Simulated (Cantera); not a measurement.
Input: 1 mol Si, 0.52 mol HCl, 5.4 mol H₂, held at 1248.15 K and 6.60 bar.

These are equilibrium values from Cantera (NASA tables, ideal gas, pure condensed phases), not measurements of a reactor. Candidate condensed phases: Si; 19 gas species. The tables' values for SiCl₃ are old estimates; treat these amounts as uncertain. The numbers say what is thermodynamically allowed, not how fast it happens.

### Question
What is the equilibrium state?

### Answer
```
Property       Result
----------  ---------
x(H₂)           0.958
x(HCl)         0.0200
x(SiHCl₃)      0.0111
x(SiCl₄)      0.00655
x(SiH₂Cl₂)    0.00254
x(SiCl₂)      0.00105
x(SiCl₃)     0.000976
x(SiH₃Cl)    0.000161
x(SiH₄)       4.29e-6
n(Si(s))    0.870 mol
gas amount  5.799 mol
```
